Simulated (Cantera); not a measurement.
Mixture: CO : H₂ : O₂ : N₂ = 1 : 1.3 : 1.35 : 5.09 (molar parts), equivalence ratio 0.85, at 9.87 atm, adiabatic and at constant pressure. Ignition delay is the time to a rise of 400 K.

Detailed kinetics in Cantera: GRI-Mech 3.0 (53 species, 325 reactions). The hydrogen kinetics of GRI-Mech 3.0 are dated; newer H2 mechanisms differ, most at raised pressure. Where the delays flatten at high temperature, the 400 K rule measures the pace of heat release, not the induction time.

Task: What does this change do: 0.035 parts H2O added?

Result: 
```tsv
quantity	before	after
delay at 1200 K	31.1 µs	35.0 µs
delay at 1400 K	2.82 µs	2.88 µs
delay at 1600 K	1.36 µs	1.37 µs
delay at 1800 K	0.944 µs	0.947 µs
```

Task: What does this change do: H2 1.3 to 2.9 parts?

Result: 
```json
[
 {"quantity": "delay at 1200 K", "before": "31.1 µs", "after": "33.4 µs"},
 {"quantity": "delay at 1400 K", "before": "2.82 µs", "after": "2.54 µs"},
 {"quantity": "delay at 1600 K", "before": "1.36 µs", "after": "1.16 µs"},
 {"quantity": "delay at 1800 K", "before": "0.944 µs", "after": "0.745 µs"}
]
```
